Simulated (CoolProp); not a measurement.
The numbers come from the reference Helmholtz-energy equation of state, Lemmon 2006 in CoolProp. It is a short technical equation, of lower accuracy than the large ones.

Question: For n-decane, give the phase and the cp (kJ/(kg K)), cv (kJ/(kg K)), conductivity (mW/(m K)), Prandtl number at 412.6 K and 0.101 MPa.

Answer: 
- 412.6 K and 0.101 MPa: liquid; cp 2.66, cv 2.24, conductivity 102, Prandtl number 6.82

Viscosity comes from a separate model (Huber 2004). Thermal conductivity comes from a separate model (Huber 2005).
